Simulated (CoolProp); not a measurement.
Vapour-liquid equilibrium of propylene (1) + dimethyl ether (2) at 0.592 MPa; x and y are mole fractions of (1).

Model: multi-fluid Helmholtz-energy mixture model, Lemmon 2013 and Wu 2011; pair parameters Bell 2016, in CoolProp.

```
x     bubble temperature (K)  y at the bubble point  dew temperature at overall composition x (K)  liquid density (mol/L)
----  ----------------------  ---------------------  --------------------------------------------  ----------------------
0.05                   296.2                  0.099                                         297.2                   14.30
0.2                    290.6                  0.340                                         293.9                   14.12
0.35                   286.1                  0.519                                         290.4                   13.92
0.5                    282.4                  0.658                                         286.6                   13.70
0.65                   279.3                  0.772                                         282.6                   13.47
0.8                    276.6                  0.873                                         278.5                   13.25
0.95                   274.3                  0.968                                         274.7                   13.03
```

No azeotrope shows between x = 0.05 and 0.95.

Pair parameters are fitted to limited data, so mixtures are less certain than the pure fluids.
